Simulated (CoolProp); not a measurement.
Saturation properties of R365MFC (Tc = 186.9 °C, pc = 32.66 bar, ω = 0.377).

Values from CoolProp's reference Helmholtz-energy equation of state, Lemmon 2016.

| T (°C) | p (bar) | liquid density (kg/m³) | liquid cp (kJ/(kg K)) | surface tension (mN/m) |
|---|---|---|---|---|
| -14.85 | 0.08340 | 1339 | 1.306 | 19.7 |
| -9.85 | 0.1103 | 1329 | 1.314 | 19.1 |
| -4.75 | 0.1448 | 1319 | 1.323 | 18.5 |
| 0.25 | 0.1868 | 1308 | 1.331 | 17.9 |
| 5.35 | 0.2395 | 1298 | 1.340 | 17.3 |
| 10.35 | 0.3024 | 1288 | 1.349 | 16.8 |
| 15.45 | 0.3798 | 1277 | 1.358 | 16.2 |
| 20.45 | 0.4706 | 1267 | 1.368 | 15.6 |
| 25.55 | 0.5804 | 1256 | 1.378 | 15.0 |

It boils at 40.2 °C under 1 atm.

Surface tension comes from a separate correlation (Mulero 2012).
